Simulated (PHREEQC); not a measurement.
Consider water at 25 °C with 27 mmol/kgw HCl and 86 mmol/kgw ZnSO4. Closed to the air; pH follows from the charge balance.

Model: ion-association model, wateq4f.dat, run in PHREEQC.

Precipitation was switched off in this run.

Problem. Predict the pH, ionic strength.

Solution. pH 1.95; ionic strength 0.194 mol/kgw.

Problem. In which forms is S present?

Solution. ZnSO4 35 %, SO4-2 34 %, Zn(SO4)2-2 16 %, HSO4- 15 % of the S.

Species that the database lacks are ignored.
